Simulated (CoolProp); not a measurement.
Vapour-liquid equilibrium of propane (1) + R113 (2) at 3.17 bar; x and y are mole fractions of (1).

Values from CoolProp's multi-fluid Helmholtz-energy mixture model, Lemmon 2009 and Marx 1992; pair parameters Bell 2016.

```csv
x,"bubble temperature, mixture model (K)","bubble temperature, Raoult's law (K)","y, mixture model","y, Raoult's law"
0.05,…,342.7,…,0.404
0.2,…,310.8,0.811,0.818
0.35,290.4,293.2,0.921,0.925
0.5,279.7,281.7,…,0.965
0.65,…,273.5,0.977,0.983
0.8,…,267.2,0.989,0.993
0.95,262.1,262.1,0.997,0.999
```

### Question
Some entries are withheld; supply them.

### Answer

- 0.05, bubble temperature, mixture model (K): 343.6
- 0.05, y, mixture model: 0.364
- 0.2, bubble temperature, mixture model (K): 308.9
- 0.5, y, mixture model: 0.959
- 0.65, bubble temperature, mixture model (K): 272.5
- 0.8, bubble temperature, mixture model (K): 267.0

The largest gap from Raoult's law is -2.8 K in bubble temperature, at x = 0.35. No azeotrope shows between x = 0.05 and 0.95.

The pair parameters rest on a limited set of measurements; away from them the model extrapolates. The gap from Raoult's law changes sign with composition, which may be real or a fault of the pair parameters; it wasn't checked against measurements.
